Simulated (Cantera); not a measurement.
A freely propagating, adiabatic, planar premixed flame of H₂ : O₂ : N₂ = 1 : 0.455 : 1.71 (molar parts), equivalence ratio 1.1, unburnt at 448 K and 0.178 atm; multicomponent transport, grid criteria slope 0.08 and curve 0.16, no radiation.

Cantera simulation using the H2/O2 subset of GRI-Mech 3.0, which has no nitrogen chemistry; the numbers are that mechanism's predictions, not measurements. Burning velocities carry a grid error of a few per cent, more on coarse grids.

**Question.** Predict: laminar burning velocity; thermal thickness; peak x(H); peak x(OH); peak x(HO₂).

**Answer.** 
| Quantity | Result |
|---|---|
| laminar burning velocity | 393 cm/s |
| thermal thickness | 4.00 mm |
| peak x(H) | 0.0861 |
| peak x(OH) | 0.0164 |
| peak x(HO₂) | 0.000117 |
